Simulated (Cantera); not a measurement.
Input: 1 mol Si, a varied amount of HBr, 1.2 mol H₂, at 727 °C and 2100 Pa.

These are equilibrium values from Cantera (NASA tables, ideal gas, pure condensed phases), not measurements of a reactor. Candidate condensed phases: Br₂, Si; 19 gas species. Kinetics and transport are ignored.

Problem. Which condensed phases are stable at each of these points (n(HBr) (mol)): 1.1, 3.8, 6.6, 9.3, 12, 15, 17, 20, 23, 26, 28?

Solution. 
```
n(HBr) (mol)  condensed phases  Si condensed (%)
------------  ----------------  ----------------
1.1                      Si(s)              74.5
3.8                      Si(s)               8.8
6.6                   gas only               0.0
9.3                   gas only               0.0
12                    gas only               0.0
15                    gas only               0.0
17                    gas only               0.0
20                    gas only               0.0
23                    gas only               0.0
26                    gas only               0.0
28                    gas only               0.0
```

From 1.1 mol HBr to 3.8 mol HBr the condensed part is Si(s). From 6.6 mol HBr to 28 mol HBr nothing is condensed.
